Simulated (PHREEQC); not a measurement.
A PHREEQC input (ion-association model, phreeqc.dat):

```
SOLUTION 1
  temp 25
  units mg/L
  pH 6.48
  pe 11.3
  Na 1.12
  K 1.71 charge
  Ca 2.52
  Mg 0.289
  Cl 4
  S(6) 2.73 as SO4
  Alkalinity 4.07 as HCO3
  F 0.00459
  Si 0.0729 as SiO2
  Zn 0.0129
  Li 0.00441
  Br 0.0158
END
USE solution 1
EQUILIBRIUM_PHASES 1
  Gypsum 0 0
  Chalcedony 0 0
  CO2(g) -2 10
END
```

The run finishes without an error or a warning.

Its last state differs from that of the intended input:

| quantity | as run | intended |
|---|---|---|
| ionic strength (mol/kgw) | 0.000341 | 0.000344 |
| KSO4- (mol/kgw) | 6.80e-9 | 7.92e-9 |

Problem. One thing in the input isn't as intended. What explains the difference?

Solution. Several could match; the one computed here: The fault: charge balance asked on the minor ion K. The line should read `K 1.71` where the input has `K 1.71 charge`.
